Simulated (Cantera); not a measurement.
An isothermal, constant-pressure homogeneous reactor starts with 20.4 % CH4, 79.6 % H2, at 1800 K and 13300 Pa.

Cantera simulation using GRI-Mech 3.0 (53 species, 325 reactions); the numbers are that mechanism's predictions, not measurements. GRI-Mech 3.0 stops at C3 and has no aromatics, soot or wall deposition, so with more carbon than oxygen in the feed, carbon stays in small species such as C2H2 where larger ones or solid carbon would form.

One state of this run: x CH4 = 0.181; x H2 = 0.807; x C2H6 = 0.000137; x CH2 = 1.77e-6; x CH3 = 0.00287. x: mole fraction; the columns are a selection and need not sum to one.

Problem. Which value of t (s) does it belong to?
A. 0.000469
B. 0.0224
C. 0.00220
D. 0.492

Solution. C, 0.00220
